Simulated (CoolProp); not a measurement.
Tetrahydrofuran at 298.15 K and 0.0118 MPa is throttled through a valve to 0.00182 MPa with no heat exchange. Each further row changes one setting.

Values from CoolProp's reference Helmholtz-energy equation of state, Fiedler 2023.

```
case                          final density (kg/m³)
----------------------------  ---------------------
as stated                                    0.0530
outlet pressure 0.000546 MPa                 0.0159
outlet pressure 0.00237 MPa                  0.0691
```
